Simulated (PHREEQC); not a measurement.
Solution (25 °C): 12 mmol/kgw Pb(NO3)2, 13 mmol/kgw ZnCl2 and 1.9 mmol/kgw HCl. Closed to the air; pH follows from the charge balance.

The numbers come from PHREEQC with the ion-association model, phreeqc.dat.

```
quantity                    before     after
------------------------  --------  --------
pH                            2.80      4.99
ionic strength (mol/kgw)    0.0676    0.0660
Cl- (mol/kgw)               0.0243    0.0226
NO3- (mol/kgw)              0.0229    0.0229
ZnCl+ (mol/kgw)           0.000350  0.000329
ZnCl2 (mol/kgw)            5.55e-6   4.86e-6
```

### Question
What was changed between the two runs?
A) HCl left out
B) Pb(NO3)2 replaced by HNO3 at the same molality
C) Pb(NO3)2 replaced by Cu(NO3)2 at the same molality
D) temperature from 25 to 55 °C
E) HCl from 0.0019 to 0.00019 mol/kgw

### Answer
A, HCl left out

No solid was allowed to form.
